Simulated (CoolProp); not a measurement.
50 sccm (0 °C, 1 atm) of nitrogen bubbles through liquid n-decane at 318.1 K and leaves saturated at a total pressure of 0.0102 MPa (ideal gas phase). Each further row changes one setting.

Model: reference Helmholtz-energy equation of state, Lemmon 2006, in CoolProp. It is a short technical equation, of lower accuracy than the large ones.

| case | vapour pressure (kPa) | mole fraction of vapour | delivery (mg/min) | delivery (sccm) | change of delivery for a bath 1 K warmer (%) |
|---|---|---|---|---|---|
| as stated | 0.656 | 0.0644 | 21.8 | 3.44 | 6.5 |
| bath temperature 323.1 K | 0.878 | 0.0861 | 29.9 | 4.71 | 6.4 |
| total pressure 0.0204 MPa | 0.656 | 0.0322 | 10.6 | 1.66 | 6.3 |
